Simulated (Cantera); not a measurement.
A perfectly stirred reactor is fed with NH₃ : H₂ = 1 : 0.31 (molar parts), at 0.660 bar; it is held at 1775 K, and followed from long to short residence time.

Detailed kinetics in Cantera: the gas-phase N/H chemistry of the illustrative SiF4/NH3 mechanism in the Surface Chemkin manual (1991). Walls and surfaces, which speed up NH3 decomposition in real reactors, are not modelled.

Task: What does this change do: temperature 1775 to 2348 K?

Result: 
```csv
quantity,before,after
x(NH₃) at τ = 18.0 s,0.0528,0.000165
x(H₂) at τ = 18.0 s,0.746,0.771
x(N₂H₄) at τ = 18.0 s,4.42e-9,2.35e-12
x(N₂H₂) at τ = 18.0 s,3.06e-8,5.35e-10
x(N₂) at τ = 18.0 s,0.201,0.215
x(NH₃) at τ = 22.0 ms,0.738,0.0497
x(H₂) at τ = 22.0 ms,0.255,0.745
x(N₂H₄) at τ = 22.0 ms,2.00e-7,1.28e-8
x(N₂H₂) at τ = 22.0 ms,1.50e-6,9.32e-7
x(N₂) at τ = 22.0 ms,0.00713,0.202
```

Task: What does this change do: temperature 1775 to 2050 K?

Result: 
| quantity | before | after |
|---|---|---|
| x(NH₃) at τ = 18.0 s | 0.0528 | 0.00238 |
| x(H₂) at τ = 18.0 s | 0.746 | 0.780 |
| x(N₂H₄) at τ = 18.0 s | 4.42e-9 | 8.97e-11 |
| x(N₂H₂) at τ = 18.0 s | 3.06e-8 | 3.94e-9 |
| x(N₂) at τ = 18.0 s | 0.201 | 0.216 |
| x(NH₃) at τ = 22.0 ms | 0.738 | 0.402 |
| x(H₂) at τ = 22.0 ms | 0.255 | 0.495 |
| x(N₂H₄) at τ = 22.0 ms | 2.00e-7 | 1.51e-7 |
| x(N₂H₂) at τ = 22.0 ms | 1.50e-6 | 2.86e-6 |
| x(N₂) at τ = 22.0 ms | 0.00713 | 0.102 |
